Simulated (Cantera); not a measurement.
Input: 1 mol Si, 2.3 mol Cl₂, 6.4 mol H₂, equilibrated at 427 °C and 300000 Pa.

Cantera equilibrium calculation (NASA polynomials, part measured and part estimated; ideal gas, pure solids and liquids). Candidate condensed phases: Si; 19 gas species. The numbers say what is thermodynamically allowed, not how fast it happens.

Base state: H₂ 0.792, SiCl₄ 0.130, HCl 0.0782, SiHCl₃ 0.000268 (mole fractions); condensed: gas only.

Problem. What changes in the equilibrium state with this change: temperature from 427 °C to 600 °C?

Solution. 
```tsv
species	before	after
H₂	0.792	0.790
SiCl₄	0.130	0.127
HCl	0.0782	0.0806
SiHCl₃	0.000268	0.00267
```

Problem. What changes in the equilibrium state with this change: Cl₂ from 2.3 to 1.8 mol?

Solution. 
```tsv
species	before	after
H₂	0.792	0.861
SiCl₄	0.130	0.0851
SiHCl₃	0.000268	0.0517
HCl	0.0782	0.000290
SiH₂Cl₂	3.65e-8	0.00206
SiH₃Cl	<1e-9	1.77e-5
```
